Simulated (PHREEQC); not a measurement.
## Alkaline etch or developer (model solution)

Solution (25 °C): 0.011 mol KOH and 0.00077 mol H4SiO4 per kg of water. Closed to the air; pH follows from the charge balance.

Computed with PHREEQC (ion-association model, phreeqc.dat).

This is a speciation only: nothing precipitates in the calculation.

What pH does the model give?

pH 11.96.

In which forms is Si present?

H3SiO4- 92 %, H2SiO4-2 7.6 %, H4SiO4 0.6 % of the Si.
